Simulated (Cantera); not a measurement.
Feed: 1 mol MgO, 7.8 mol HBr, 14 mol N₂, held at 1000 Pa.

Equilibrium computed with Cantera from the NASA thermochemical tables; the gas is ideal and each condensed phase is pure. Candidate condensed phases: Br₂, H₂O, Mg, MgBr₂, MgO, Mg(OH)₂; 36 gas species. Equilibrium is a limit: real reactors are often held back by kinetics, nucleation or transport.

Which condensed phases are stable at each of these points (T (K)): 1150, 1200, 1250, 1300, 1350, 1400, 1450, 1500, 1550, 1600, 1650, 1700, 1750, 1800?


| T (K) | condensed phases | Mg condensed (%) |
|---|---|---|
| 1150 | MgO(s) | 68.4 |
| 1200 | MgO(s) | 60.1 |
| 1250 | MgO(s) | 51.0 |
| 1300 | MgO(s) | 41.4 |
| 1350 | MgO(s) | 31.4 |
| 1400 | MgO(s) | 21.4 |
| 1450 | MgO(s) | 11.8 |
| 1500 | MgO(s) | 2.7 |
| 1550 | gas only | 0.0 |
| 1600 | gas only | 0.0 |
| 1650 | gas only | 0.0 |
| 1700 | gas only | 0.0 |
| 1750 | gas only | 0.0 |
| 1800 | gas only | 0.0 |

From 1150 K to 1500 K the condensed part is MgO(s). From 1550 K to 1800 K nothing is condensed.
